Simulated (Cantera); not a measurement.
An adiabatic, constant-pressure homogeneous reactor starts with 15.6 % CO, 2.65 % H2, 0.810 % CH4, 17.0 % O2, 64.0 % N2, equivalence ratio 0.63, at 1050 K and 23000 Pa.

Detailed kinetics in Cantera: GRI-Mech 3.0 (53 species, 325 reactions).

Q: Predict: time of steepest temperature rise; temperature at 3.00 s; equilibrium temperature; x(CO) at 3.00 s; x(H2) at 3.00 s.

A: time of steepest temperature rise: 1.12 ms
temperature at 3.00 s: 2368 K
equilibrium temperature: 2368 K
x(CO) at 3.00 s: 0.0217 (gas-phase equilibrium 0.0217)
x(H2) at 3.00 s: 0.000993 (gas-phase equilibrium 0.000993)
